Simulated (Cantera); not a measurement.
**Thermodynamics of silicon nitride deposition, feed SiH4 + N2**

Feed: 1 mol SiH4, a varied amount of N2, equilibrated at 2073 K and 1.33 mbar.

These are equilibrium values from Cantera (NASA tables, ideal gas, pure condensed phases), not measurements of a reactor. Candidate condensed phases: Si, Si3N4; 18 gas species. The tables' values for SiN are old estimates; treat these amounts as uncertain. Gases not in the tables: Si2H6 and higher silanes. The numbers say what is thermodynamically allowed, not how fast it happens.

From 2.5 mol N2 to 8.2 mol N2 the condensed part is Si(l). From 9.8 mol N2 to 16 mol N2 nothing is condensed. The main Si-bearing gas is Si throughout.

```csv
n(N2) (mol),log p N2,log p H2,log p Si,log p H,log p SiH,log p Si2,log p Si2N,n Si(l)
2.5,-3.18,-3.30,-4.00,-4.23,-5.89,-5.91,-6.16,0.602
3,-3.14,-3.34,-4.00,-4.25,-5.91,-5.91,-6.14,0.558
3.5,-3.12,-3.39,-4.00,-4.27,-5.93,-5.91,-6.13,0.515
4.2,-3.09,-3.44,-4.00,-4.30,-5.96,-5.91,-6.11,0.454
4.9,-3.07,-3.49,-4.00,-4.32,-5.99,-5.91,-6.10,0.393
5.9,-3.04,-3.55,-4.00,-4.35,-6.02,-5.91,-6.09,0.306
7,-3.03,-3.61,-4.00,-4.38,-6.04,-5.91,-6.08,0.211
8.2,-3.01,-3.66,-4.00,-4.41,-6.07,-5.91,-6.08,0.106
9.8,-3.00,-3.73,-4.01,-4.44,-6.12,-5.94,-6.09,0
12,-2.98,-3.80,-4.08,-4.48,-6.22,-6.07,-6.21,0
14,-2.96,-3.86,-4.13,-4.51,-6.30,-6.17,-6.31,0
16,-2.95,-3.91,-4.18,-4.53,-6.37,-6.26,-6.40,0
```
log p: log10 of the partial pressure in bar; n: condensed amount in mol.
